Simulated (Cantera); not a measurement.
**Thermodynamics of aluminium nitride and oxide growth, feed AlI3 + NH3 + H2**

A closed system holds: 1 mol AlI3, 30 mol NH3, a varied amount of H2, equilibrated at 725 K and 1.13 Torr.

Equilibrium computed with Cantera from the NASA thermochemical tables; the gas is ideal and each condensed phase is pure. Candidate condensed phases: Al, AlI3, AlN, I2; 19 gas species. Equilibrium is a limit: real reactors are often held back by kinetics, nucleation or transport.

```csv
n(H2) (mol),x H2,x N2,x HI,x I,n AlN(s)
2.4,0.724,0.229,0.0468,0.000329,1.000
4.1,0.731,0.223,0.0456,0.000319,1.000
7.1,0.743,0.213,0.0436,0.000303,1.000
12,0.760,0.199,0.0407,0.000279,1.000
21,0.787,0.177,0.0363,0.000245,1.000
37,0.821,0.148,0.0304,0.000200,1.000
65,0.861,0.115,0.0236,0.000152,1.000
110,0.898,0.0848,0.0174,0.000110,1.000
190,0.930,0.0578,0.0119,7.36e-5,1.000
340,0.956,0.0362,0.00743,4.55e-5,1.000
590,0.973,0.0223,0.00458,2.78e-5,1.000
```
x: gas mole fraction; n: condensed amount in mol.

From 2.4 mol H2 to 590 mol H2 the condensed part is AlN(s). The main Al-bearing gas is AlI3 throughout.
